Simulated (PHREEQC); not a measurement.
Consider water at 36 °C with 0.05 mol Pb(NO3)2, 0.054 mol NaF and 0.0031 mol NaCl per kg of water. Closed to the air; pH follows from the charge balance.

Equilibrium calculation in PHREEQC: ion-association model, wateq4f.dat.

Precipitation was switched off in this run.

Problem. What pH, ionic strength does the model give?

Solution. pH 5.47; ionic strength 0.160 mol/kgw.

Problem. In which forms is Cl present?

Solution. Cl- 69 %, PbCl+ 31 % of the Cl.

The solution is supersaturated, for example in Matlockite, PbF2, so a real one may precipitate; this is no full list. Constants without temperature data keep their 25 °C values here.
